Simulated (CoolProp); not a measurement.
Nitrous oxide along the isobar 2360 kPa: density (kg/m³) from the reference equation and from simpler models built on Tc = 36.4 °C, pc = 7245 kPa, ω = 0.161; each cubic takes its own stable root.

Computed with CoolProp (reference Helmholtz-energy equation of state, Lemmon 2006). It is a short technical equation, of lower accuracy than the large ones.

```csv
T (°C),phase,reference
-2.05,gas,57.98
6.85,gas,54.37
15.75,gas,51.38
24.75,gas,48.82
33.65,gas,46.61
42.65,gas,44.63
51.55,gas,42.89
60.55,gas,41.29
69.45,gas,39.85
78.45,gas,38.51
87.35,gas,37.29
96.35,gas,36.15
```

How far does each simpler model (Redlich-Kwong, Soave-Redlich-Kwong) lie from the reference over these 12 states: mean and median of the absolute difference, and the worst?


- Redlich-Kwong: mean 0.5 %, median 0.3 %, worst -2.1 % at -2.05 °C and 2360 kPa
- Soave-Redlich-Kwong: mean 0.4 %, median 0.2 %, worst -1.1 % at -2.05 °C and 2360 kPa
